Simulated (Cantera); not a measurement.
Input (Python, Cantera) and output of one run.

```python
import numpy as np
import cantera as ct

gas_names = """
    C CN CO CO2 C2 CCN CNC C2N2 C2O C3 C3O2 C4 C4N2 C5 N NCO NO NO2 NO3 N2 N2O O O2 O3 Si SiC SiC2 SiN
    SiO SiO2 Si2 Si2C Si2N Si3
""".split()
cond_names = """
    C(gr) Si(cr) Si(L) SiC(b) SiO2(Lqz) SiO2(hqz) SiO2(L) Si2N2O(s) Si3N4(a)
""".split()


# ... load() reads the species with a 1 bar reference pressure and builds the phases ...
atoms = {
    'SiO2': {'Si': 1, 'O': 2},
    'C': {'C': 1},
    'N2': {'N': 2},
}
top_T = {'C(gr)': 4500, 'SiC(b)': 3050, 'Si2N2O(s)': 2100, 'Si3N4(a)': 2400}  # K; cautious upper limits of use, not melting points


# ... equilibrate(T, P, feed) seeds the gas with the atoms and calls Mixture.equilibrate('TP', solver="vcs", rtol=1e-11, max_steps=5000) ...
results = []
feed = {'SiO2': 1, 'C': 2.5, 'N2': 0.19}  # mol
T = 2525  # K
P = 24000  # Pa
mix = equilibrate(T, P, feed)
results.append((T, P, feed, dict(zip(mix.species_names, mix.species_moles))))
x = sorted(zip(gas.X, gas.species_names), reverse=True)
print(f"T = {T:g} K  P = {P:g} Pa  gas = {mix.phase_moles(0):.4g} mol")
print("   x: " + "  ".join(f"{s} {v:.3e}" for v, s in x if v > 0.001))
print("   condensed (mol): " + ("  ".join(f"{mix.phase(i).name} {mix.phase_moles(i):.4g}"
      for i in range(1, mix.n_phases) if mix.phase_moles(i) > 1e-12) or "none"))
```

Output:

```
T = 2525 K  P = 24000 Pa  gas = 2.229 mol
   x: CO 7.934e-01  SiO 1.040e-01  N2 8.509e-02  Si 1.406e-02  Si2C 2.143e-03
   condensed (mol): SiC(b) 0.7237
```

These are equilibrium values from Cantera (NASA tables, ideal gas, pure condensed phases), not measurements of a reactor. The tables' values for SiN are old estimates; treat these amounts as uncertain.
